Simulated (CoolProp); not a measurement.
Water along the isobar 31.8 MPa: Z from the reference equation and from simpler models built on Tc = 373.9 °C, pc = 22.06 MPa, ω = 0.344; each cubic takes its own stable root.

Model: reference Helmholtz-energy equation of state, Wagner 2002, in CoolProp.

```tsv
T (°C)	phase	reference	van der Waals	Redlich-Kwong	Soave-Redlich-Kwong	Peng-Robinson
120.25	liquid	0.1828	0.3751	0.2585	0.2490	0.2211
139.55	liquid	0.1771	0.3638	0.2519	0.2420	0.2147
158.75	liquid	0.1723	0.3540	0.2465	0.2362	0.2094
177.95	liquid	0.1682	0.3456	0.2420	0.2314	0.2051
197.15	liquid	(withheld)	0.3383	0.2386	0.2277	0.2017
216.45	liquid	(withheld)	0.3323	0.2362	0.2251	0.1992
235.65	liquid	(withheld)	0.3274	0.2348	0.2235	(withheld)
254.85	liquid	0.1590	0.3237	0.2345	0.2232	0.1975
274.05	liquid	0.1586	0.3213	0.2355	0.2242	0.1985
293.25	liquid	0.1591	0.3203	0.2380	0.2270	0.2011
312.55	liquid	0.1609	0.3209	0.2424	(withheld)	0.2058
```

Complete the blanks.


- 197.15, reference: 0.1648
- 216.45, reference: 0.1622
- 235.65, reference: 0.1602
- 235.65, Peng-Robinson: 0.1978
- 312.55, Soave-Redlich-Kwong: 0.2320
